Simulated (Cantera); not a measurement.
A closed system holds: 1 mol C, 0.025 mol O2, 0.94 mol H2, at 1998.15 K and 11.3 Torr.

Cantera equilibrium calculation (NASA polynomials, part measured and part estimated; ideal gas, pure solids and liquids). Candidate condensed phases: C, C6H6, C7H8, C8H18, H2O; 110 gas species. Kinetics and transport are ignored.

Q: What is the equilibrium state?

A: 
| Property | Value |
|---|---|
| x(H2) | 0.936 |
| x(CO) | 0.0502 |
| x(H) | 0.0127 |
| x(C2H2 (acetylene)) | 0.000711 |
| x(CH4) | 5.61e-6 |
| x(CH3) | 1.50e-6 |
| n(C(graphite)) | 0.949 mol |
| gas amount | 0.9963 mol |
